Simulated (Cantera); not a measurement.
Cantera with NASA thermochemical tables; ideal gases at 1 bar, condensed phases pure. Values are per mole of reaction as written; species without (g) are pure solids or liquids, kept so even where they would boil at 1 bar.

CCl4(g) + 2 H2(g) + 2 Fe → CH4(g) + 2 FeCl2(g), with ΔH° = -260.9 kJ and ΔS° = 158.6 J/K at 300 K.

**Question.** How far is the shortcut ΔG° ≈ ΔH°(300 K) − T·ΔS°(300 K) from the full temperature-dependent value at 973, 1123, 1273, 1423, 1573, 1723, 1873, 2023 K?

**Answer.** 
```
T (K)  shortcut (kJ)  full (kJ)  difference (kJ)  difference in log10 K  condensed phases
-----  -------------  ---------  ---------------  ---------------------  ----------------
973           -415.2     -393.4            -21.8                   1.17             Fe(α)
1123          -439.0     -407.8            -31.2                   1.45             Fe(α)
1273          -462.8     -420.9            -41.9                   1.72             Fe(γ)
1423          -486.6     -433.4            -53.2                   1.95             Fe(γ)
1573          -510.4     -445.5            -64.9                   2.15             Fe(γ)
1723          -534.2     -457.2            -77.0                   2.33             Fe(δ)
1873          -558.0     -467.4            -90.6                   2.53             Fe(l)
2023          -581.7     -475.8           -105.9                   2.73             Fe(l)
```
The shortcut ignores heat capacities and the phase changes listed.
